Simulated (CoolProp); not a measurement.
Vapour-liquid equilibrium of n-hexane (1) + p-xylene (2) at 129.35 °C; x and y are mole fractions of (1).

The numbers come from the multi-fluid Helmholtz-energy mixture model, Thol 2019 and Zhou 2012; pair parameters Bell 2016 in CoolProp.

| x | bubble pressure, mixture model (bar) | bubble pressure, Raoult's law (bar) | y, mixture model | y, Raoult's law |
|---|---|---|---|---|
| 0.05 | 1.042 | 0.9988 | 0.268 | 0.247 |
| 0.125 | 1.399 | 1.309 | 0.487 | 0.470 |
| 0.2 | 1.737 | 1.619 | 0.614 | 0.608 |
| 0.275 | 2.060 | 1.929 | 0.697 | 0.702 |
| 0.35 | 2.369 | 2.239 | 0.758 | 0.770 |
| 0.425 | 2.667 | 2.548 | 0.804 | 0.821 |
| 0.5 | 2.958 | 2.858 | 0.841 | 0.861 |
| 0.575 | 3.245 | 3.168 | 0.872 | 0.894 |
| 0.65 | 3.529 | 3.478 | 0.899 | 0.920 |
| 0.725 | 3.815 | 3.788 | 0.923 | 0.942 |
| 0.8 | 4.105 | 4.098 | 0.945 | 0.961 |
| 0.875 | 4.402 | 4.408 | 0.966 | 0.978 |
| 0.95 | 4.711 | 4.718 | 0.987 | 0.992 |

The largest gap from Raoult's law is +7.3 % in bubble pressure, at x = 0.2. No azeotrope shows between x = 0.05 and 0.95.

Pair parameters are fitted to limited data, so mixtures are less certain than the pure fluids.
